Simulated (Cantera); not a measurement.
Feed: 1 mol CO, a varied amount of H2, 31 mol N2, 0.89 mol O2, held at 2173.15 K and 101000 Pa.

Cantera equilibrium calculation (NASA polynomials, part measured and part estimated; ideal gas, pure solids and liquids). Candidate condensed phases: C, C6H6, C7H8, C8H18, H2O; 136 gas species. Equilibrium is a limit: real reactors are often held back by kinetics, nucleation or transport.

x: gas mole fraction; nothing condenses.

```json
[
 {"n(H2) (mol)": "0.57", "x N2": "0.946", "x H2": "0.000272", "x H2O": "0.0168", "x CO2": "0.0282", "x CO": "0.00237", "x O2": "0.00348", "x H": "[?]"},
 {"n(H2) (mol)": "0.71", "x N2": "0.944", "x H2": "0.000446", "x H2O": "0.0208", "x CO2": "0.0274", "x CO": "0.00305", "x O2": "0.00200", "x H": "[?]"},
 {"n(H2) (mol)": "0.87", "x N2": "0.941", "x H2": "0.000854", "x H2O": "0.0252", "x CO2": "0.0258", "x CO": "0.00454", "x O2": "0.000797", "x H": "[?]"},
 {"n(H2) (mol)": "1.1", "x N2": "0.936", "x H2": "0.00223", "x H2O": "0.0307", "x CO2": "0.0219", "x CO": "0.00827", "x O2": "0.000173", "x H": "[?]"},
 {"n(H2) (mol)": "1.3", "x N2": "0.930", "x H2": "0.00425", "x H2O": "0.0344", "x CO2": "0.0183", "x CO": "0.0117", "x O2": "6.00e-5", "x H": "[?]"},
 {"n(H2) (mol)": "1.6", "x N2": "0.922", "x H2": "0.00856", "x H2O": "0.0387", "x CO2": "0.0138", "x CO": "0.0159", "x O2": "1.86e-5", "x H": "[?]"},
 {"n(H2) (mol)": "2", "x N2": "0.911", "x H2": "0.0162", "x H2O": "0.0422", "x CO2": "0.00983", "x CO": "0.0196", "x O2": "6.22e-6", "x H": "[?]"},
 {"n(H2) (mol)": "2.4", "x N2": "0.901", "x H2": "0.0251", "x H2O": "0.0441", "x CO2": "0.00735", "x CO": "0.0217", "x O2": "2.82e-6", "x H": "[?]"},
 {"n(H2) (mol)": "3", "x N2": "0.885", "x H2": "0.0396", "x H2O": "0.0455", "x CO2": "0.00517", "x CO": "0.0234", "x O2": "1.20e-6", "x H": "[?]"},
 {"n(H2) (mol)": "3.7", "x N2": "0.868", "x H2": "0.0570", "x H2O": "0.0459", "x CO2": "0.00376", "x CO": "0.0242", "x O2": "5.93e-7", "x H": "[?]"},
 {"n(H2) (mol)": "4.6", "x N2": "0.846", "x H2": "0.0791", "x H2O": "0.0457", "x CO2": "0.00274", "x CO": "0.0246", "x O2": "3.06e-7", "x H": "[?]"},
 {"n(H2) (mol)": "5.6", "x N2": "0.824", "x H2": "0.103", "x H2O": "0.0451", "x CO2": "0.00207", "x CO": "0.0245", "x O2": "1.76e-7", "x H": "[?]"},
 {"n(H2) (mol)": "6.9", "x N2": "0.796", "x H2": "0.132", "x H2O": "0.0441", "x CO2": "0.00155", "x CO": "0.0241", "x O2": "1.02e-7", "x H": "[?]"}
]
```

Task: Some entries are withheld; supply them.

Result: 
- 0.57, x H: 7.91e-5
- 0.71, x H: 0.000101
- 0.87, x H: 0.000140
- 1.1, x H: 0.000227
- 1.3, x H: 0.000313
- 1.6, x H: 0.000444
- 2, x H: 0.000610
- 2.4, x H: 0.000761
- 3, x H: 0.000955
- 3.7, x H: 0.00115
- 4.6, x H: 0.00135
- 5.6, x H: 0.00154
- 6.9, x H: 0.00174
